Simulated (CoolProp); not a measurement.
Values from CoolProp's reference Helmholtz-energy equation of state, Lemmon 2006. It is a short technical equation, of lower accuracy than the large ones.

Give the vapour pressure (MPa), enthalpy of vaporisation (kJ/kg), vapour Z, surface tension (mN/m) of saturated nitrous oxide at 194.6, 212.1, 220.9 K.


```csv
T (K),p (MPa),enthalpy of vaporisation (kJ/kg),vapour Z,surface tension (mN/m)
194.6,0.177,363,0.961,21.5
212.1,0.411,341,0.929,17.6
220.9,0.593,329,0.909,15.7
```

Surface tension comes from a separate correlation (Mulero 2012).
